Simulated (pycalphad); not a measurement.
Source of the numbers: pycalphad with the COST 507 light-alloy database (1999); pressure 1 atm. The database dates from 1999; later assessments differ in places, in temperatures and in the compounds included. Diffusion is slow at the low end, where real alloys seldom reach equilibrium.

Molar enthalpy of Cu-78.2Si (at.%) in equilibrium (SER reference):

```csv
T (°C),H (kJ/mol),phases
2077,93.92,liquid
1977,91.11,liquid
1877,88.30,liquid
1777,85.49,liquid
1677,82.68,liquid
1577,79.87,liquid
1477,77.06,liquid
1377,74.25,liquid
1327,72.84,liquid
1277,70.64,liquid + diamond (Si)
1177,48.37,liquid + diamond (Si)
1077,37.11,diamond (Si) + liquid
977,30.35,diamond (Si) + liquid
877,25.69,diamond (Si) + liquid
777,19.38,diamond (Si) + CU19SI6_ETA
727,18.04,diamond (Si) + CU19SI6_ETA
677,16.70,diamond (Si) + CU19SI6_ETA
577,14.07,diamond (Si) + CU19SI6_ETA
477,11.48,diamond (Si) + CU19SI6_ETA
377,8.95,diamond (Si) + CU19SI6_ETA
277,6.48,diamond (Si) + CU19SI6_ETA
```

Cooling from 1327 °C to 777 °C, across the freezing range, releases 53.5 kJ/mol, or 1490 J/g. The slope is 28 J/(mol K) in the liquid and 27 J/(mol K) just below the solidus, where it includes any heat of precipitation. Liquidus 1279 °C, solidus 801 °C. Changes were sought between steps of 50 K, so a narrower field can be missed.

Database names, with the compositions (at.%) that they take in these runs: CU19SI6_ETA: Cu 76 Si 24.
